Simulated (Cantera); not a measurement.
An isothermal, constant-pressure homogeneous reactor starts with H2 : O2 : N2 = 0.15 : 1 : 0.29 (molar parts), at 1325 K and 0.00188 atm. Integrator tolerance rtol = 1e-08.

Model: the H2/O2 subset of GRI-Mech 3.0, which has no nitrogen chemistry, integrated in Cantera. Radical loss at walls, strong at low pressure, is not modelled. The temperature is held fixed by assumption; the heat of reaction is taken as removed at once.

What does this change do: pressure from 0.00188 atm to 0.00197 atm?


```csv
quantity,before,after
x(H2) at 4.00 s,0.000652 (gas-phase equilibrium 4.13e-7),0.000561 (gas-phase equilibrium 4.03e-7)
x(O2) at 4.00 s,0.669 (gas-phase equilibrium 0.678),0.670 (gas-phase equilibrium 0.678)
x(O) at 4.00 s,0.00843 (gas-phase equilibrium 5.24e-6),0.00724 (gas-phase equilibrium 5.10e-6)
x(HO2) at 4.00 s,3.42e-7 (gas-phase equilibrium 2.49e-8),3.39e-7 (gas-phase equilibrium 2.52e-8)
x(H) at 4.00 s,0.00156 (gas-phase equilibrium 2.43e-8),0.00124 (gas-phase equilibrium 2.34e-8)
x(H2O2) at 4.00 s,1.52e-8 (gas-phase equilibrium 2.61e-10),1.52e-8 (gas-phase equilibrium 2.68e-10)
x(H2O) at 4.00 s,0.106 (gas-phase equilibrium 0.110),0.106 (gas-phase equilibrium 0.110)
```

What does this change do: temperature 1325 to 1100 K?


```json
[
 {"quantity": "x(H2) at 4.00 s", "before": "0.000652 (gas-phase equilibrium 4.13e-7)", "after": "0.000131 (gas-phase equilibrium 4.06e-9)"},
 {"quantity": "x(O2) at 4.00 s", "before": "0.669 (gas-phase equilibrium 0.678)", "after": "0.676 (gas-phase equilibrium 0.678)"},
 {"quantity": "x(O) at 4.00 s", "before": "0.00843 (gas-phase equilibrium 5.24e-6)", "after": "0.00150 (gas-phase equilibrium 4.74e-8)"},
 {"quantity": "x(HO2) at 4.00 s", "before": "3.42e-7 (gas-phase equilibrium 2.49e-8)", "after": "4.26e-7 (gas-phase equilibrium 2.10e-9)"},
 {"quantity": "x(H) at 4.00 s", "before": "0.00156 (gas-phase equilibrium 2.43e-8)", "after": "0.000214 (gas-phase equilibrium 3.81e-11)"},
 {"quantity": "x(H2O2) at 4.00 s", "before": "1.52e-8 (gas-phase equilibrium 2.61e-10)", "after": "2.44e-8 (gas-phase equilibrium 3.56e-11)"},
 {"quantity": "x(H2O) at 4.00 s", "before": "0.106 (gas-phase equilibrium 0.110)", "after": "0.109 (gas-phase equilibrium 0.110)"}
]
```
